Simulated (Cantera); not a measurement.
Charge: 1 mol Ti(OiPr)4, 2.2 mol H2O, 35 mol NH3, at 0.00210 bar.

These are equilibrium values from Cantera (NASA tables, ideal gas, pure condensed phases), not measurements of a reactor. Candidate condensed phases: C, C6H6, C7H8, C8H18, H2O, Ti, TiC, TiN, TiO, TiO2, Ti2O3, Ti3O5, Ti4O7; 139 gas species. The feed counts by its element totals alone. TiC: taken at fixed stoichiometry. Rates play no part. All values below are at 1475 °C.

Base state: H2 0.739, N2 0.188, CO 0.0670, H 0.00429, HCN 0.00176, C2H2 (acetylene) 8.34e-5, HNC 5.93e-5 (mole fractions); condensed: C(graphite) + TiC(s).

Problem. What changes in the equilibrium state with this change: NH3 from 35 to 0.45 mol?

Solution. 
```tsv
species	before	after
H2	0.739	0.720
CO	0.0670	0.266
N2	0.188	0.00943
HNC	5.93e-5	1.31e-5
HCN	0.00176	0.000390
C2H2 (acetylene)	8.34e-5	8.13e-5
H	0.00429	0.00423
C(graphite), mol	4.62	4.79
TiC(s), mol	1.00	1.00
```
